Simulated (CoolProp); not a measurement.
A closed Brayton cycle with carbon dioxide: compressor inlet 320.15 K and 8.3 MPa, high pressure 24.2 MPa, turbine inlet 635 K, compressor efficiency 0.85, turbine efficiency 0.85, recuperator effectiveness 0.95 (on enthalpy, no pinch check). Each further row changes one setting.

Model: reference Helmholtz-energy equation of state, Span 1996, in CoolProp.

```tsv
case	thermal efficiency (%)	net work (kJ/kg)	compressor to turbine work	compressor exit (K)	turbine exit (K)
as stated	23.4	44.0	0.54	404.8	529.3
turbine inlet 585 K	19.2	33.6	0.61	404.8	482.9
compressor inlet 330.15 K	20.5	35.9	0.62	423.6	529.3
high pressure 20.6 MPa	23.9	40.7	0.51	391.7	545.0
recuperator effectiveness 0.5	17.4	44.0	0.54	404.8	529.3
```
